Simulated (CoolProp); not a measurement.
Properties of dimethyl carbonate along the isobar 6440 kPa (Tc = 557.0 K, pc = 4909 kPa, ω = 0.346).

Values from CoolProp's reference Helmholtz-energy equation of state, Zhou 2011.

```tsv
T (K)	phase	Z	cp (kJ/(kg K))	speed of sound (m/s)	fugacity coefficient
318.3	liquid	0.2101	1.855	1146	0.003589
335.1	liquid	0.2039	1.884	1082	0.007078
351.9	liquid	0.1985	1.918	1019	0.01288
368.7	liquid	0.1939	1.956	958.2	0.02187
385.4	liquid	0.1900	1.997	899.4	0.03493
402.2	liquid	0.1868	2.041	841.8	0.05315
419	liquid	0.1843	2.088	785.4	0.07737
435.8	liquid	0.1824	2.138	729.7	0.1083
452.6	liquid	0.1812	2.192	674.1	0.1465
469.4	liquid	0.1809	2.254	617.7	0.1922
486.2	liquid	0.1815	2.330	559.6	0.2453
503	liquid	0.1834	2.430	498.3	0.3053
519.8	liquid	0.1873	2.576	431.8	0.3714
536.6	liquid	0.1947	2.825	356.8	0.4421
553.4	liquid	0.2102	3.381	268.4	0.5149
```
